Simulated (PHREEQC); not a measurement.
Consider water at 25 °C with 0.086 mol/kgw Na2CO3 and 0.0096 mol/kgw NaCl. Closed to the air; pH follows from the charge balance.

All values are PHREEQC results (ion-association model, phreeqc.dat), not measurements.

Precipitation was switched off in this run.

Problem. Predict the pH.

Solution. pH 11.24.

Problem. In which forms is Na present?

Solution. Na+ 79 %, NaCO3- 21 % of the Na.
